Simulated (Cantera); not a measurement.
Feed: 1 mol Ta, 2.7 mol CO2, equilibrated at 1725 °C and 0.160 Pa.

Equilibrium computed with Cantera from the NASA thermochemical tables; the gas is ideal and each condensed phase is pure. Candidate condensed phases: C, Ta, TaC, Ta2O5; 15 gas species. The numbers say what is thermodynamically allowed, not how fast it happens.

Base state: CO 0.860, CO2 0.0526, TaO2 0.0511, O 0.0327, O2 0.00395, TaO 6.34e-5 (mole fractions); condensed: Ta2O5(s).

Problem. What changes in the equilibrium state with this change: 0.0034 mol H2O added?

Solution. 
```
species         before    after
-------------  -------  -------
CO               0.860    0.857
CO2             0.0526   0.0529
TaO2            0.0511   0.0509
H                    0  0.00222
O               0.0327   0.0331
OH                   0  6.24e-5
O2             0.00395  0.00403
TaO            6.34e-5  6.26e-5
Ta2O5(s), mol    0.424    0.424
```
Further candidate phases: C6H6, C7H8, C8H18, H2O.
